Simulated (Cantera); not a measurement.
Charge: 1 mol B₂O₃, 1.7 mol NH₃, 63 mol H₂, held at 1875 K and 0.0100 bar.

Equilibrium computed with Cantera from the NASA thermochemical tables; the gas is ideal and each condensed phase is pure. Candidate condensed phases: B, BN, B₂O₃, B₃O₃H₃, H₂O; 39 gas species. Equilibrium is a limit: real reactors are often held back by kinetics, nucleation or transport.

Base state: H₂ 0.952, N₂ 0.0126, HBO 0.0121, HBO₂ 0.00933, H 0.00640, B₂O₃ 0.00287, H₂O 0.00257, BO 0.00134 (mole fractions); condensed: gas only.

What changes in the equilibrium state with this change: B₂O₃ replaced by B₂H₆?


```
species      before     after
----------  -------  --------
H₂            0.952     0.992
H           0.00640   0.00653
N₂           0.0126   0.00161
HBO          0.0121         0
BH₂         1.81e-7  0.000216
HBO₂        0.00933         0
B₂O₃        0.00287         0
H₂O         0.00257         0
BO          0.00134         0
B(s), mol         0     0.506
BN(s), mol        0      1.48
```
The feed counts by its element totals alone. Mutual solubility and eutectic melting of coexisting phases are not modelled. The tables' values for BH₂ are old estimates; treat these amounts as uncertain.
